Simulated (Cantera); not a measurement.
Input: 1 mol BF₃, 3.4 mol H₂, 100 mol N₂, a varied amount of O₂, equilibrated at 0.0133 bar.

These are equilibrium values from Cantera (NASA tables, ideal gas, pure condensed phases), not measurements of a reactor. Candidate condensed phases: B, BN, B₂O₃, B₃O₃H₃, H₂O; 62 gas species. The tables' values for BF₂ are old estimates. Equilibrium is a limit: real reactors are often held back by kinetics, nucleation or transport.

**Question.** What condenses at these points (T in K, n(O₂) in mol): (1200, 5.7); (900, 1.6); (1250, 1.6); (1450, 0.48); (1300, 1.6)?

**Answer.** 
| T (K) | n(O₂) in mol | condensed phases | B condensed (%) |
|---|---|---|---|
| 1200 | 5.7 | B₂O₃ | 34.1 |
| 900 | 1.6 | B₂O₃ | 46.9 |
| 1250 | 1.6 | gas only | 0.0 |
| 1450 | 0.48 | gas only | 0.0 |
| 1300 | 1.6 | gas only | 0.0 |
